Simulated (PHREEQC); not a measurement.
A solution holds 1.5 mmol/kgw CO2, at 37 °C. Closed to the air; pH follows from the charge balance.

Computed with PHREEQC (Pitzer model, pitzer.dat).

```csv
quantity,before,after
pH,4.56,10.36
ionic strength (mol/kgw),2.75e-5,0.00392
CO2 (mol/kgw),0.00147,4.71e-8
HCO3- (mol/kgw),2.75e-5,0.000584
CO3-2 (mol/kgw),5.77e-11,0.000916
```

**Question.** What was changed between the two runs?
A. CO2 from 0.0015 to 0.0003 mol/kgw
B. CO2 replaced by K2CO3 at the same molality
C. diluted 100-fold with water
D. CO2 from 0.0015 to 0.00225 mol/kgw

**Answer.** B, CO2 replaced by K2CO3 at the same molality

This is a speciation only: nothing precipitates in the calculation. Constants without temperature data keep their 25 °C values here.
